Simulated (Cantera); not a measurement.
# Dilute partial oxidation

An isothermal, constant-pressure homogeneous reactor starts with CH3OH : O2 : N2 = 0.017 : 0.016 : 1 (molar parts), equivalence ratio 1.6, at 1600 K and 1000000 Pa.

Cantera simulation using GRI-Mech 3.0 (53 species, 325 reactions); the numbers are that mechanism's predictions, not measurements. GRI-Mech 3.0 was tuned for natural gas; its chemistry of methanol as a main component is partial and can be far from experiment.

| t (s) | x CH3OH | x O2 | x HCO | x N2O | x NO |
|---|---|---|---|---|---|
| 1.00e-6 | 0.0164 | 0.0155 | 3.40e-9 | 9.02e-11 | 1.01e-11 |
| 4.30e-6 | 0.0161 | 0.0154 | 5.82e-8 | 2.36e-9 | 1.22e-10 |
| 1.85e-5 | 0.0103 | 0.0135 | 7.81e-6 | 4.94e-8 | 2.04e-9 |
| 7.95e-5 | 5.65e-12 | 9.52e-5 | 1.45e-7 | 5.50e-8 | 5.67e-6 |
| 0.000342 | <1e-12 | 7.03e-7 | 1.82e-8 | 4.96e-9 | 5.73e-6 |
| 0.00147 | <1e-12 | 2.51e-8 | 3.60e-9 | 4.73e-9 | 5.25e-6 |
| 0.00632 | <1e-12 | 1.23e-9 | 8.12e-10 | 3.40e-9 | 4.30e-6 |
| 0.0272 | <1e-12 | 8.64e-11 | 2.53e-10 | 9.93e-10 | 3.15e-6 |
| 0.117 | <1e-12 | 3.34e-11 | 1.78e-10 | 2.13e-10 | 1.59e-6 |
| 0.503 | <1e-12 | 2.81e-11 | 1.64e-10 | 1.96e-11 | 3.58e-7 |
| 2.16 | <1e-12 | 2.79e-11 | 1.63e-10 | 1.50e-11 | 2.84e-7 |
| 9.30 | <1e-12 | 2.79e-11 | 1.63e-10 | 1.43e-11 | 2.74e-7 |
| 40.0 | <1e-12 | 2.79e-11 | 1.63e-10 | 1.23e-11 | 2.43e-7 |
x: mole fraction; the columns are a selection and need not sum to one.

Equilibrium at this temperature and pressure: CH3OH <1e-12, O2 2.78e-11, HCO 1.63e-10, N2O 5.10e-12, NO 2.46e-8 (gas phase only).
